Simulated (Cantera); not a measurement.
Input (Python, Cantera):

```python
import numpy as np
import cantera as ct

gas = ct.Solution("gri30.yaml")
gas.TPX = 1175, 500000, {'C2H4': 0.01, 'O2': 0.0021, 'N2': 1, 'CH4': 0.0069}
reactor = ct.IdealGasConstPressureReactor(gas, energy="off", clone=False)
net = ct.ReactorNet([reactor])
net.rtol, net.atol = 1e-08, 1e-18
show = ['C2H4', 'O2', 'CH4', 'CH2CO', 'CH3', 'HCN']
times = np.geomspace(8e-05, 40, 15)

steps = ct.SolutionArray(gas, extra=["t"])
rows = []
print(f"{'t/s':>10s}{'T/K':>9s}{'P/Pa':>11s}" + "".join(f"{s:>11s}" for s in show))
for t in times:
    while net.time < t:
        t_next = net.step()
        steps.append(gas.state, t=t_next)
    rows.append([np.interp(t, steps.t, y) for y in (steps.T, steps.P, *steps(*show).X.T)])
    print(f"{t:10.3e}{rows[-1][0]:9.1f}{rows[-1][1]:11.4g}" + "".join(f"{x:11.3e}" for x in rows[-1][2:]))
rate = np.gradient(steps.T, steps.t)
print("integrator steps:", len(steps.t))
if steps.T.max() > steps.T[0] + 200:
    print(f"time of steepest temperature rise: {steps.t[rate.argmax()]:.4e} s")
gas.TPX = 1175, 500000, {'C2H4': 0.01, 'O2': 0.0021, 'N2': 1, 'CH4': 0.0069}
gas.equilibrate("TP")
print(f"equilibrium (TP): T = {gas.T:.1f} K  " + "  ".join(f"{s} {gas[s].X[0]:.3e}" for s in show))
```

Result:

```
       t/s      T/K       P/Pa       C2H4         O2        CH4      CH2CO        CH3        HCN
 8.000e-05   1175.0      5e+05  9.814e-03  2.061e-03  6.771e-03  9.004e-11  3.646e-10  2.139e-21
 2.042e-04   1175.0      5e+05  9.814e-03  2.061e-03  6.771e-03  6.586e-10  1.408e-09  1.403e-20
 5.215e-04   1175.0      5e+05  9.813e-03  2.061e-03  6.771e-03  8.725e-09  1.120e-08  1.755e-19
 1.331e-03   1175.0      5e+05  9.811e-03  2.059e-03  6.771e-03  9.977e-07  1.023e-06  5.332e-17
 3.399e-03   1175.0      5e+05  9.309e-03  1.674e-03  6.583e-03  1.776e-04  1.165e-05  1.169e-11
 8.678e-03   1175.0      5e+05  8.459e-03  9.632e-04  6.309e-03  3.802e-04  7.762e-06  4.893e-11
 2.216e-02   1175.0      5e+05  7.733e-03  3.954e-04  6.179e-03  4.283e-04  3.990e-06  9.235e-11
 5.657e-02   1175.0      5e+05  7.213e-03  1.235e-04  6.207e-03  3.624e-04  1.772e-06  1.252e-10
 1.444e-01   1175.0      5e+05  6.758e-03  2.933e-05  6.306e-03  2.459e-04  8.823e-07  1.492e-10
 3.687e-01   1175.0      5e+05  6.186e-03  3.969e-06  6.419e-03  1.145e-04  5.022e-07  1.673e-10
 9.414e-01   1175.0      5e+05  5.411e-03  2.060e-07  6.495e-03  2.612e-05  2.879e-07  1.760e-10
 2.404e+00   1175.0      5e+05  4.491e-03  1.827e-09  6.528e-03  1.449e-06  1.946e-07  1.777e-10
 6.137e+00   1175.0      5e+05  3.600e-03  7.952e-14  6.566e-03  3.537e-08  1.749e-07  1.779e-10
 1.567e+01   1175.0      5e+05  3.238e-03  1.410e-20  6.658e-03  3.540e-08  1.681e-07  1.782e-10
 4.000e+01   1175.0      5e+05  3.128e-03  1.308e-20  6.869e-03  3.535e-08  1.651e-07  1.789e-10
integrator steps: 1876
equilibrium (TP): T = 1175.0 K  C2H4 6.860e-04  O2 3.148e-30  CH4 8.571e-03  CH2CO 2.882e-09  CH3 9.825e-08  HCN 1.027e-02
```

Model: GRI-Mech 3.0 (53 species, 325 reactions), integrated in Cantera. GRI-Mech 3.0 was tuned for natural gas; its chemistry of ethylene as a main component is partial and can be far from experiment. GRI-Mech 3.0 stops at C3 and has no aromatics, soot or wall deposition, so with more carbon than oxygen in the feed, carbon stays in small species such as C2H2 where larger ones or solid carbon would form.
